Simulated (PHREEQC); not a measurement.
Polishing slurry liquid (model solution)

Consider water at 25 °C with 0.153 mol H2SO4, 2.3e-06 mol H4SiO4 and 0.0016 mol H3BO3 per kg of water. Closed to the air; pH follows from the charge balance.

Model: Pitzer model, pitzer.dat, run in PHREEQC.

- pH: 0.83
- ionic strength: 0.229 mol/kgw
- activity of water: 0.994
- specific conductance: 60100 µS/cm
- density: 1.007 g/cm³
- osmotic coefficient: 0.893
- total alkalinity: -306 meq/kg

| species | molality | activity | log γ |
|---|---|---|---|
| H+ | 0.191 | 0.146 | -0.116 |
| HSO4- | 0.115 | 0.0867 | -0.123 |
| SO4-2 | 0.0379 | 0.00622 | -0.784 |
| B(OH)3 | 0.00160 | 0.00160 | 0.001 |
| H4SiO4 | 2.30e-6 | 2.29e-6 | -0.003 |

Precipitation was switched off in this run. Complexes and solids missing from the database can't appear.
